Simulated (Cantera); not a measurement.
A Cantera script and what it prints.

```python
import numpy as np
import cantera as ct

gas_names = """
    O NbO2
""".split()
cond_names = """
    Nb2O5(s) Nb2O5(L)
""".split()


# ... load() reads the species with a 1 bar reference pressure and builds the phases ...
species = {s.name: s for s in load("nasa_gas.yaml", gas_names) + load("nasa_condensed.yaml", cond_names)}
# Each term lists the table entries of one substance; the one whose range holds T is used.
reactions = {
    'O(g) + 2 NbO2(g) = Nb2O5':
        [(-1, ['O']), (-2, ['NbO2']), (1, ['Nb2O5(s)', 'Nb2O5(L)'])],
}


def pick(names, T):
    return next(species[n] for n in names if species[n].thermo.min_temp <= T <= species[n].thermo.max_temp)


results = []
for label, terms in reactions.items():
    print(label)
    print("     T/K   dH/kJ  dS/(J/K)   dG/kJ   log10 K")
    for T in [725, 825, 925, 1025, 1125, 1225, 1325]:
        used = [(nu, pick(names, T)) for nu, names in terms]
        dH = sum(nu * s.thermo.h(T) for nu, s in used) / 1e6
        dS = sum(nu * s.thermo.s(T) for nu, s in used) / 1e3
        dG = dH - T * dS / 1e3
        logK = -dG * 1e6 / (ct.gas_constant * T * np.log(10))
        results.append((label, T, dH, dS, dG, logK, [s.name for _, s in used]))
        print(f"{T:8g} {dH:8.1f} {dS:8.1f} {dG:8.1f} {logK:8.2f}")
```

Result:

```
O(g) + 2 NbO2(g) = Nb2O5
     T/K   dH/kJ  dS/(J/K)   dG/kJ   log10 K
     725  -1735.1   -542.2  -1342.0    96.69
     825  -1731.2   -537.1  -1288.1    81.55
     925  -1727.0   -532.4  -1234.6    69.72
    1025  -1722.7   -528.0  -1181.6    60.21
    1125  -1718.3   -523.9  -1129.0    52.42
    1225  -1713.8   -520.0  -1076.8    45.91
    1325  -1709.2   -516.4  -1025.0    40.41
```

Cantera with NASA thermochemical tables; ideal gases at 1 bar, condensed phases pure. Condensed species are held in their standard states even where they would react or evaporate.
